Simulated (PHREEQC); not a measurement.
Synthetic water in mg/L, 25 °C, pH 7.47, pe -0.4:

| constituent | mg/L |
|---|---|
| Na | 4370 |
| K | 3440 |
| Ca | 229 |
| Mg | 220 |
| Cl | 9380 |
| S(6) as SO4 | 2070 |
| Alkalinity as HCO3 | 45.8 |
| Li | 41.2 |

Cl is adjusted to close the charge balance.
Valence states are taken as typed.

Model: ion-association model, phreeqc.dat, run in PHREEQC.

Precipitation was switched off in this run.

What activity of water, density, specific conductance does the model give?

activity of water 0.990; density 1.011 g/cm³; specific conductance 30000 µS/cm.

In which forms is Mg present?

Mg+2 81 %, MgSO4 18 % of the Mg.
